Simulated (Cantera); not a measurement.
Input (Python, Cantera) and output of one run.

```python
import numpy as np
import cantera as ct

gas_names = """
    CL CL2 N N2 Si SiCL SiCL2 SiCL3 SiCL4 SiN Si2 Si2N Si3
""".split()
cond_names = """
    Si(cr) Si(L) Si3N4(a)
""".split()


# ... load() reads the species with a 1 bar reference pressure and builds the phases ...
atoms = {
    'Si3N4': {'Si': 3, 'N': 4},
    'Cl2': {'CL': 2},
    'N2': {'N': 2},
}
top_T = {'Si3N4(a)': 2400}  # K; cautious upper limits of use, not melting points


# ... equilibrate(T, P, feed) seeds the gas with the atoms and calls Mixture.equilibrate('TP', solver="vcs", rtol=1e-11, max_steps=5000) ...
results = []
feed = {'Si3N4': 1, 'Cl2': 0.74, 'N2': 2.8}  # mol
T = 1775  # K
P = 360  # Pa
mix = equilibrate(T, P, feed)
results.append((T, P, feed, dict(zip(mix.species_names, mix.species_moles))))
x = sorted(zip(gas.X, gas.species_names), reverse=True)
print(f"T = {T:g} K  P = {P:g} Pa  gas = {mix.phase_moles(0):.4g} mol")
print("   x: " + "  ".join(f"{s} {v:.3e}" for v, s in x if v > 0.0001))
print("   condensed (mol): " + ("  ".join(f"{mix.phase(i).name} {mix.phase_moles(i):.4g}"
      for i in range(1, mix.n_phases) if mix.phase_moles(i) > 1e-12) or "none"))
```

It prints:

```
T = 1775 K  P = 360 Pa  gas = 5.545 mol
   x: N2 8.656e-01  SiCL2 1.313e-01  SiCL3 9.003e-04  CL 7.504e-04  SiCL 7.453e-04  Si 6.097e-04
   condensed (mol): Si(L) 2.259
```

Cantera equilibrium calculation (NASA polynomials, part measured and part estimated; ideal gas, pure solids and liquids). The tables' values for SiCl3, SiCl, SiN are old estimates; treat these amounts as uncertain.
